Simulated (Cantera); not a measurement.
An isothermal, constant-pressure homogeneous reactor starts with CH4 : CO2 : H2 = 1 : 4.8 : 0.068 (molar parts), at 1573 K and 28.0 bar.

Cantera simulation using GRI-Mech 3.0 (53 species, 325 reactions); the numbers are that mechanism's predictions, not measurements. The pressure lies above the range GRI-Mech 3.0 was tuned for (to about 10 atm).

x: mole fraction; the columns are a selection and need not sum to one.

```json
[
 {"t (s)": "1.00e-5", "x CH4": "0.170", "x CO2": "0.818", "x H2": "0.0116", "x H": "1.50e-7", "x H2O2": "<1e-12", "x C2H6": "8.46e-6", "x HCO": "1.05e-12"},
 {"t (s)": "3.47e-5", "x CH4": "0.170", "x CO2": "0.818", "x H2": "0.0117", "x H": "1.86e-7", "x H2O2": "<1e-12", "x C2H6": "6.95e-5", "x HCO": "1.07e-11"},
 {"t (s)": "0.000120", "x CH4": "0.170", "x CO2": "0.818", "x H2": "0.0118", "x H": "…", "x H2O2": "<1e-12", "x C2H6": "…", "x HCO": "5.21e-11"},
 {"t (s)": "0.000416", "x CH4": "0.168", "x CO2": "0.817", "x H2": "0.0127", "x H": "…", "x H2O2": "<1e-12", "x C2H6": "…", "x HCO": "1.71e-10"},
 {"t (s)": "0.00144", "x CH4": "0.161", "x CO2": "0.811", "x H2": "0.0169", "x H": "4.52e-7", "x H2O2": "<1e-12", "x C2H6": "0.000905", "x HCO": "2.84e-10"},
 {"t (s)": "0.00500", "x CH4": "0.140", "x CO2": "0.783", "x H2": "0.0281", "x H": "6.86e-7", "x H2O2": "<1e-12", "x C2H6": "0.000613", "x HCO": "6.49e-10"},
 {"t (s)": "0.0173", "x CH4": "0.0935", "x CO2": "0.692", "x H2": "0.0309", "x H": "8.30e-7", "x H2O2": "<1e-12", "x C2H6": "0.000339", "x HCO": "2.47e-9"},
 {"t (s)": "0.0600", "x CH4": "0.0327", "x CO2": "0.542", "x H2": "0.0263", "x H": "1.04e-6", "x H2O2": "1.11e-12", "x C2H6": "8.73e-5", "x HCO": "7.07e-9"},
 {"t (s)": "0.208", "x CH4": "0.0189", "x CO2": "0.440", "x H2": "0.0418", "x H": "1.58e-6", "x H2O2": "1.11e-12", "x C2H6": "3.34e-5", "x HCO": "1.61e-8"},
 {"t (s)": "0.721", "x CH4": "0.0150", "x CO2": "0.362", "x H2": "0.0633", "x H": "1.92e-6", "x H2O2": "<1e-12", "x C2H6": "1.44e-5", "x HCO": "2.50e-8"},
 {"t (s)": "2.50", "x CH4": "0.00440", "x CO2": "0.317", "x H2": "0.0808", "x H": "2.17e-6", "x H2O2": "<1e-12", "x C2H6": "9.78e-7", "x HCO": "3.13e-8"},
 {"t (s)": "8.66", "x CH4": "0.000126", "x CO2": "0.306", "x H2": "0.0859", "x H": "2.25e-6", "x H2O2": "<1e-12", "x C2H6": "7.63e-10", "x HCO": "3.31e-8"},
 {"t (s)": "30.0", "x CH4": "2.21e-6", "x CO2": "0.306", "x H2": "0.0861", "x H": "2.27e-6", "x H2O2": "<1e-12", "x C2H6": "<1e-12", "x HCO": "3.34e-8"}
]
```

**Question.** Complete the blanks.

**Answer.** 
- 0.000120, x H: 2.25e-7
- 0.000120, x C2H6: 0.000272
- 0.000416, x H: 3.13e-7
- 0.000416, x C2H6: 0.000723
